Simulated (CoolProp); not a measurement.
A single-stage vapour-compression cycle with the fluid: evaporating at 272.15 K (dew point), condensing at 315.15 K (bubble point), superheat 2 K, subcooling 2 K, compressor efficiency 0.9, no pressure losses. The same conditions are run with several fluids, on thermodynamics alone (safety and materials aside).

The numbers come from the reference Helmholtz-energy equation of state of each fluid (propylene: Lemmon 2013; chloromethane (R40): Thol 2014; neopentane: Lemmon 2006; R407C: Lemmon 2003; c-C4F8 (RC318): Platzer 1990; C3F8 (R218): Lemmon 2006) in CoolProp. The equations of Platzer and Polt are older, rougher fits. Blends and air are pseudo-pure fits.

Question: Rank propylene, chloromethane (R40), neopentane, R407C, c-C4F8 (RC318), C3F8 (R218) by cooling COP, highest first.

Answer: chloromethane (R40) (4.88), neopentane (4.69), propylene (4.50), c-C4F8 (RC318) (4.23), R407C (3.88), C3F8 (R218) (3.47)

| fluid | pressure ratio | discharge temperature (K) | refrigerating effect (kJ/kg) | volumetric capacity (kJ/m³) |
|---|---|---|---|---|
| propylene | 3.04 | 329.6 | 275 | 3260 |
| chloromethane (R40) | 3.68 | 364.5 | 339 | 2000 |
| neopentane | 4.19 | 315.2 | 233 | 520 |
| R407C | 4.13 | 338.8 | 150 | 2830 |
| c-C4F8 (RC318) | 4.20 | 315.1 | 71.2 | 815 |
| C3F8 (R218) | 3.34 | 315.1 | 44.9 | 1710 |

The compression ends wet for: neopentane; c-C4F8 (RC318); C3F8 (R218).
